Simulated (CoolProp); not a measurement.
Vapour-liquid equilibrium of cyclohexane (1) + n-heptane (2) at 96.15 °C; x and y are mole fractions of (1).

Values from CoolProp's multi-fluid Helmholtz-energy mixture model, Zhou 2014 and Span 2003; pair parameters Bell 2016.

```csv
x,bubble pressure (MPa),y at the bubble point,dew pressure at overall composition x (MPa),liquid density (mol/L)
0.05,[?],0.080,0.09688,6.234
0.2,[?],0.292,0.1035,6.498
0.35,0.1179,0.469,0.1111,[?]
0.5,0.1274,0.619,0.1197,7.095
0.65,0.1367,[?],[?],7.434
0.8,0.1458,0.863,[?],7.806
0.95,[?],0.967,0.1531,8.214
```

**Question.** Fill in the missing entries.

**Answer.** 
- 0.05, bubble pressure (MPa): 0.09816
- 0.2, bubble pressure (MPa): 0.1081
- 0.35, liquid density (mol/L): 6.784
- 0.65, y at the bubble point: 0.748
- 0.65, dew pressure at overall composition x (MPa): 0.1296
- 0.8, dew pressure at overall composition x (MPa): 0.1407
- 0.95, bubble pressure (MPa): 0.1546

No azeotrope shows between x = 0.05 and 0.95.

The pair parameters rest on a limited set of measurements; away from them the model extrapolates.
